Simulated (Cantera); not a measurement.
**Premixed flame**

A freely propagating, adiabatic, planar premixed flame of 11.2 % CH4, 18.7 % O2, 70.1 % N2, equivalence ratio 1.2, unburnt at 475 K and 1.01 bar; mixture-averaged transport, grid criteria slope 0.08 and curve 0.16, no radiation.

Computed with Cantera and GRI-Mech 3.0 (53 species, 325 reactions). Burning velocities carry a grid error of a few per cent, more on coarse grids.

```json
[
 {"z (mm)": "-1.12", "T (K)": "475", "u (m/s)": "0.765", "x CH4": "0.112", "x O2": "0.187", "x CH2": "<1e-8", "x C2H2": "<1e-8", "x NO": "<1e-8", "x CH2O": "8.45e-8"},
 {"z (mm)": "-0.749", "T (K)": "477", "u (m/s)": "0.771", "x CH4": "0.111", "x O2": "0.186", "x CH2": "<1e-8", "x C2H2": "8.36e-8", "x NO": "<1e-8", "x CH2O": "1.46e-6"},
 {"z (mm)": "-0.562", "T (K)": "489", "u (m/s)": "0.792", "x CH4": "0.110", "x O2": "0.185", "x CH2": "<1e-8", "x C2H2": "6.76e-7", "x NO": "4.33e-8", "x CH2O": "1.17e-5"},
 {"z (mm)": "-0.375", "T (K)": "572", "u (m/s)": "0.936", "x CH4": "0.104", "x O2": "0.178", "x CH2": "<1e-8", "x C2H2": "8.50e-6", "x NO": "4.59e-7", "x CH2O": "0.000131"},
 {"z (mm)": "-0.187", "T (K)": "1040", "u (m/s)": "1.73", "x CH4": "0.0710", "x O2": "0.139", "x CH2": "2.48e-7", "x C2H2": "0.000105", "x NO": "5.31e-6", "x CH2O": "0.000909"},
 {"z (mm)": "-0.0937", "T (K)": "1466", "u (m/s)": "2.48", "x CH4": "0.0383", "x O2": "0.0942", "x CH2": "1.05e-5", "x C2H2": "0.000280", "x NO": "1.19e-5", "x CH2O": "0.00112"},
 {"z (mm)": "0", "T (K)": "1840", "u (m/s)": "3.14", "x CH4": "0.00957", "x O2": "0.0460", "x CH2": "7.51e-5", "x C2H2": "0.000493", "x NO": "2.28e-5", "x CH2O": "0.000628"},
 {"z (mm)": "0.0937", "T (K)": "2002", "u (m/s)": "3.42", "x CH4": "0.000886", "x O2": "0.0185", "x CH2": "3.77e-5", "x C2H2": "0.000166", "x NO": "3.82e-5", "x CH2O": "0.000134"},
 {"z (mm)": "0.187", "T (K)": "2044", "u (m/s)": "3.48", "x CH4": "4.57e-5", "x O2": "0.00885", "x CH2": "3.44e-6", "x C2H2": "1.44e-5", "x NO": "5.02e-5", "x CH2O": "1.04e-5"},
 {"z (mm)": "0.375", "T (K)": "2076", "u (m/s)": "3.51", "x CH4": "1.15e-7", "x O2": "0.00476", "x CH2": "1.20e-8", "x C2H2": "6.32e-8", "x NO": "5.99e-5", "x CH2O": "3.24e-8"},
 {"z (mm)": "0.749", "T (K)": "2113", "u (m/s)": "3.57", "x CH4": "<1e-8", "x O2": "0.00344", "x CH2": "<1e-8", "x C2H2": "<1e-8", "x NO": "6.56e-5", "x CH2O": "<1e-8"},
 {"z (mm)": "1.50", "T (K)": "2156", "u (m/s)": "3.63", "x CH4": "<1e-8", "x O2": "0.00232", "x CH2": "<1e-8", "x C2H2": "<1e-8", "x NO": "7.16e-5", "x CH2O": "<1e-8"},
 {"z (mm)": "3.00", "T (K)": "2198", "u (m/s)": "3.69", "x CH4": "<1e-8", "x O2": "0.00131", "x CH2": "<1e-8", "x C2H2": "<1e-8", "x NO": "7.92e-5", "x CH2O": "<1e-8"}
]
```
x: mole fraction of selected species; z is measured from the peak of heat release.

- laminar burning velocity = 76.4 cm/s
- thermal thickness = 0.375 mm
- peak x(CH2) = 8.01e-5
- peak x(C2H2) = 0.000495
- peak x(CH2O) = 0.00113
- grid points = 152
